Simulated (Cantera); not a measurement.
Mixture: CO : H2 : CH4 : O2 : N2 = 1 : 0.27 : 0.36 : 1.43 : 5.36 (molar parts), at 13.0 bar, adiabatic and at constant volume. Ignition delay is the time to a rise of 400 K.

Model: GRI-Mech 3.0 (53 species, 325 reactions), integrated in Cantera. The pressure lies above the range GRI-Mech 3.0 was tuned for (to about 10 atm).

What does this change do: 0.43 parts CO2 added?


| quantity | before | after |
|---|---|---|
| delay at 1150 K | 0.315 ms | 0.351 ms |
| delay at 1250 K | 99.5 µs | 0.110 ms |
| delay at 1350 K | 43.9 µs | 48.5 µs |
| delay at 1450 K | 22.6 µs | 24.9 µs |
| delay at 1550 K | 12.6 µs | 13.9 µs |
| delay at 1650 K | 7.48 µs | 8.20 µs |
| delay at 1750 K | 4.67 µs | 5.10 µs |
| apparent activation energy between 1550 and 1750 K | 110 kJ/mol | 110 kJ/mol |
